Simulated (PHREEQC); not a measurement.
A solution holds 0.0021 mol/kgw HF, 0.00023 mol/kgw CuSO4 and 0.049 mol/kgw MnSO4, at 25 °C. Closed to the air; pH follows from the charge balance.

The numbers come from PHREEQC with the ion-association model, wateq4f.dat.

Each row changes one thing in this solution. This is a speciation only: nothing precipitates in the calculation.

| case | pH | ionic strength (mol/kgw) | SO4-2 (mol/kgw) | HSO4- (mol/kgw) | Cu+2 (mol/kgw) | CuSO4 (mol/kgw) | SI of Chalcanthite (CuSO4:5H2O) | SI of Tenorite (CuO) |
|---|---|---|---|---|---|---|---|---|
| as made | 3.27 | 0.118 | 0.0288 | 0.000695 | 0.000129 | 9.97e-5 | -3.66 | -5.39 |
| MnSO4 left out | 3.06 | 0.00179 | 0.000208 | 1.54e-5 | 0.000220 | 6.47e-6 | -4.86 | [?] |
| 0.0047 mol/kgw NaOH added | 9.77 | 0.120 | [?] | 2.27e-10 | 8.61e-10 | 6.83e-10 | [?] | +2.43 |
| temperature from 25 to 75 °C | 3.59 | 0.0911 | 0.0221 | 0.000905 | 0.000128 | 0.000100 | -3.94 | -3.16 |
| diluted 5-fold with water | 3.67 | 0.0289 | 0.00710 | 9.16e-5 | 3.22e-5 | 1.36e-5 | -4.53 | -5.02 |
| HF left out | 5.94 | 0.117 | 0.0292 | 1.49e-6 | 0.000128 | 0.000101 | -3.66 | -0.04 |
| HF from 0.0021 to 0.0105 mol/kgw | 2.80 | 0.119 | 0.0280 | 0.00200 | 0.000130 | 9.67e-5 | -3.68 | -6.33 |

Task: What belongs in the gaps?

Result: 
- MnSO4 left out, SI of Tenorite (CuO): -5.24
- 0.0047 mol/kgw NaOH added, SO4-2 (mol/kgw): 0.0299
- 0.0047 mol/kgw NaOH added, SI of Chalcanthite (CuSO4:5H2O): -8.83

Some of these states are supersaturated (in Pyrochroite, Cu(OH)2, Brochantite, for instance). At this temperature some constants are extrapolated from 25 °C, and those without enthalpy data are left unchanged. The database's constant for dissolved Cu(OH)2 is higher than later reviews accept.
